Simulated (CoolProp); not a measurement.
Properties of water along the isobar 457 bar.

Values from CoolProp's reference Helmholtz-energy equation of state, Wagner 2002.

```json
[
 {"T (°C)": "299.75", "phase": "liquid", "cv (kJ/(kg K))": "3.008", "Joule-Thomson coefficient (K/MPa)": "0.03170", "expansivity (1/kK)": "1.952", "conductivity (mW/(m K))": "605", "Prandtl number": "0.779", "fugacity coefficient": "[?]"},
 {"T (°C)": "307.45", "phase": "liquid", "cv (kJ/(kg K))": "2.991", "Joule-Thomson coefficient (K/MPa)": "0.05257", "expansivity (1/kK)": "2.060", "conductivity (mW/(m K))": "595", "Prandtl number": "0.783", "fugacity coefficient": "0.1938"},
 {"T (°C)": "315.15", "phase": "liquid", "cv (kJ/(kg K))": "2.976", "Joule-Thomson coefficient (K/MPa)": "0.07578", "expansivity (1/kK)": "2.180", "conductivity (mW/(m K))": "585", "Prandtl number": "0.789", "fugacity coefficient": "0.2108"},
 {"T (°C)": "322.95", "phase": "liquid", "cv (kJ/(kg K))": "2.961", "Joule-Thomson coefficient (K/MPa)": "0.1021", "expansivity (1/kK)": "2.316", "conductivity (mW/(m K))": "574", "Prandtl number": "0.797", "fugacity coefficient": "0.2287"},
 {"T (°C)": "330.65", "phase": "liquid", "cv (kJ/(kg K))": "2.948", "Joule-Thomson coefficient (K/MPa)": "0.1312", "expansivity (1/kK)": "2.469", "conductivity (mW/(m K))": "563", "Prandtl number": "0.808", "fugacity coefficient": "0.2472"},
 {"T (°C)": "338.45", "phase": "liquid", "cv (kJ/(kg K))": "2.935", "Joule-Thomson coefficient (K/MPa)": "0.1646", "expansivity (1/kK)": "2.644", "conductivity (mW/(m K))": "551", "Prandtl number": "0.821", "fugacity coefficient": "0.2665"},
 {"T (°C)": "346.15", "phase": "liquid", "cv (kJ/(kg K))": "2.924", "Joule-Thomson coefficient (K/MPa)": "0.2021", "expansivity (1/kK)": "2.843", "conductivity (mW/(m K))": "539", "Prandtl number": "0.837", "fugacity coefficient": "0.2863"},
 {"T (°C)": "353.85", "phase": "liquid", "cv (kJ/(kg K))": "2.915", "Joule-Thomson coefficient (K/MPa)": "0.2449", "expansivity (1/kK)": "3.074", "conductivity (mW/(m K))": "526", "Prandtl number": "0.857", "fugacity coefficient": "0.3066"},
 {"T (°C)": "361.65", "phase": "liquid", "cv (kJ/(kg K))": "2.907", "Joule-Thomson coefficient (K/MPa)": "0.2950", "expansivity (1/kK)": "3.347", "conductivity (mW/(m K))": "513", "Prandtl number": "0.881", "fugacity coefficient": "0.3277"},
 {"T (°C)": "369.35", "phase": "liquid", "cv (kJ/(kg K))": "2.901", "Joule-Thomson coefficient (K/MPa)": "0.3525", "expansivity (1/kK)": "3.668", "conductivity (mW/(m K))": "499", "Prandtl number": "0.910", "fugacity coefficient": "0.3491"},
 {"T (°C)": "377.15", "phase": "supercritical", "cv (kJ/(kg K))": "2.898", "Joule-Thomson coefficient (K/MPa)": "[?]", "expansivity (1/kK)": "4.058", "conductivity (mW/(m K))": "484", "Prandtl number": "0.947", "fugacity coefficient": "0.3710"},
 {"T (°C)": "384.85", "phase": "supercritical", "cv (kJ/(kg K))": "2.896", "Joule-Thomson coefficient (K/MPa)": "0.5008", "expansivity (1/kK)": "4.529", "conductivity (mW/(m K))": "468", "Prandtl number": "0.991", "fugacity coefficient": "0.3930"},
 {"T (°C)": "392.55", "phase": "supercritical", "cv (kJ/(kg K))": "2.898", "Joule-Thomson coefficient (K/MPa)": "0.5964", "expansivity (1/kK)": "5.111", "conductivity (mW/(m K))": "452", "Prandtl number": "1.05", "fugacity coefficient": "0.4152"},
 {"T (°C)": "400.35", "phase": "supercritical", "cv (kJ/(kg K))": "2.902", "Joule-Thomson coefficient (K/MPa)": "[?]", "expansivity (1/kK)": "5.847", "conductivity (mW/(m K))": "434", "Prandtl number": "1.12", "fugacity coefficient": "[?]"}
]
```

Problem. Complete the blanks.

Solution. 
- 299.75, fugacity coefficient: 0.1776
- 377.15, Joule-Thomson coefficient (K/MPa): 0.4209
- 400.35, Joule-Thomson coefficient (K/MPa): 0.7131
- 400.35, fugacity coefficient: 0.4378

Viscosity comes from a separate model (Huber 2009). Thermal conductivity comes from a separate model (Huber 2012).
